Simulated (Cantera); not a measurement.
Charge: 1 mol SiC, 0.0057 mol Si, 0.011 mol H2, equilibrated at 503 Torr.

Cantera equilibrium calculation (NASA polynomials, part measured and part estimated; ideal gas, pure solids and liquids). Candidate condensed phases: C, C6H6, C7H8, C8H18, Si, SiC; 87 gas species. Mutual solubility and eutectic melting of coexisting phases are not modelled. Gases not in the tables: Si2H6 and higher silanes. Rates play no part.

Q: Which condensed phases are stable at each of these points (T (°C)): 1250, 1400, 1550, 1700, 1850, 2000, 2150, 2300, 2450, 2600?

A: 
```
T (°C)  condensed phases  Si condensed (%)
------  ----------------  ----------------
1250      Si(s) + SiC(s)             100.0
1400      Si(s) + SiC(s)             100.0
1550      Si(l) + SiC(s)             100.0
1700      Si(l) + SiC(s)             100.0
1850      Si(l) + SiC(s)             100.0
2000      Si(l) + SiC(s)             100.0
2150      Si(l) + SiC(s)             100.0
2300      Si(l) + SiC(s)             100.0
2450      Si(l) + SiC(s)              99.9
2600      Si(l) + SiC(s)              99.8
```

From 1250 °C to 1400 °C the condensed part is Si(s) + SiC(s). From 1550 °C to 2600 °C the condensed part is Si(l) + SiC(s).
